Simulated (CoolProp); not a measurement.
Properties of R365MFC along the isotherm 428.8 K.

The numbers come from the reference Helmholtz-energy equation of state, Lemmon 2016 in CoolProp.

| p (bar) | phase | density (kg/m³) | Joule-Thomson coefficient (K/MPa) | isothermal compressibility (1/MPa) | expansivity (1/kK) | fugacity coefficient |
|---|---|---|---|---|---|---|
| 29.7 | liquid | 899.4 | 0.7762 | 0.02326 | 5.329 | 0.4944 |
| 59.4 | liquid | 946.4 | 0.3538 | 0.01319 | 3.666 | 0.2825 |
| 89.1 | liquid | 978.1 | 0.1689 | 0.009450 | (withheld) | 0.2141 |
| 119 | liquid | 1003 | 0.05933 | 0.007429 | 2.556 | (withheld) |
| 148 | liquid | 1023 | -0.01228 | 0.006184 | 2.286 | 0.1645 |
| 178 | liquid | 1040 | (withheld) | 0.005288 | 2.080 | 0.1544 |
| 208 | liquid | 1056 | -0.1071 | 0.004629 | 1.921 | 0.1488 |
| 238 | liquid | (withheld) | -0.1395 | 0.004122 | 1.794 | 0.1462 |
| 267 | liquid | 1082 | -0.1649 | 0.003732 | 1.692 | 0.1457 |
| 297 | liquid | 1094 | -0.1867 | 0.003402 | 1.603 | 0.1469 |
| 327 | liquid | 1104 | -0.2051 | 0.003128 | 1.527 | 0.1495 |

Problem. Fill in the missing entries.

Solution. 
- 89.1, expansivity (1/kK): 2.967
- 119, fugacity coefficient: 0.1817
- 178, Joule-Thomson coefficient (K/MPa): -0.06615
- 238, density (kg/m³): 1070
